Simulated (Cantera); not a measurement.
Feed: 1 mol SiCl4, 0.65 mol Cl2, 2.2 mol H2, at 998 K and 3.40 bar.

Equilibrium computed with Cantera from the NASA thermochemical tables; the gas is ideal and each condensed phase is pure. Candidate condensed phases: Si; 19 gas species. The tables' values for SiCl3 are old estimates; treat these amounts as uncertain. Kinetics and transport are ignored.

Base state: H2 0.400, HCl 0.340, SiCl4 0.258, SiHCl3 0.00210, SiCl3 3.06e-5 (mole fractions); condensed: gas only.

What changes in the equilibrium state with this change: SiCl4 replaced by Si?


```tsv
species	before	after
H2	0.400	0.845
SiCl4	0.258	0.0797
SiHCl3	0.00210	0.0614
HCl	0.340	0.00761
SiH3Cl	<1e-9	0.000108
SiH2Cl2	1.85e-6	0.00509
SiCl2	8.90e-8	0.000116
SiCl3	3.06e-5	0.000614
Si(s), mol	0	0.635
```
